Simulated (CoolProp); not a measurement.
Vapour-liquid equilibrium of ethane (1) + hydrogen sulfide (2) at -27.25 °C; x and y are mole fractions of (1).

Computed with CoolProp (multi-fluid Helmholtz-energy mixture model, Bücker 2006 and Lemmon 2006; pair parameters Kunz 2012).

| x | bubble pressure, mixture model (kPa) | bubble pressure, Raoult's law (kPa) | y, mixture model | y, Raoult's law |
|---|---|---|---|---|
| 0.05 | 602.5 | 458.6 | 0.313 | 0.126 |
| 0.15 | 825.9 | 531.9 | 0.521 | 0.326 |
| 0.25 | 943.6 | 605.3 | 0.599 | 0.477 |
| 0.35 | 1012 | 678.6 | 0.642 | 0.596 |
| 0.45 | 1059 | 751.9 | 0.675 | 0.691 |
| 0.55 | 1096 | 825.2 | 0.708 | 0.770 |
| 0.65 | 1129 | 898.5 | 0.746 | 0.836 |
| 0.75 | 1154 | 971.8 | 0.794 | 0.891 |
| 0.85 | 1169 | 1045 | 0.858 | 0.939 |
| 0.95 | 1166 | 1118 | 0.945 | 0.981 |

The largest gap from Raoult's law is +55.9 % in bubble pressure, at x = 0.25. y crosses x between x = 0.85 and 0.95: the model has an azeotrope there.

Pair parameters are fitted to limited data, so mixtures are less certain than the pure fluids. With so large a gap from Raoult's law the liquid may split in two, which this calculation doesn't test in full.
